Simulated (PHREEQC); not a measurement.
Make-up at 25 °C: 0.26 mol MnSO4, 0.25 mol MgSO4, 0.0013 mol HCl and 3.4e-05 mol NaCl per kg of water. Closed to the air; pH follows from the charge balance.

All values are PHREEQC results (Pitzer model, pitzer.dat), not measurements.

Question: The ionic strength comes out as 2.04 mol/kgw. What activity coefficients do HSO4-, Na+, Cl-, H+, Mn+2 get?

Answer: HSO4- 0.43, Na+ 0.61, Cl- 0.57, H+ 0.52, Mn+2 0.11. Single-ion values are on the MacInnes scale.

Precipitation was switched off in this run. Complexes and solids missing from the database can't appear. In brines, pH and single-ion activities rest on the MacInnes convention.
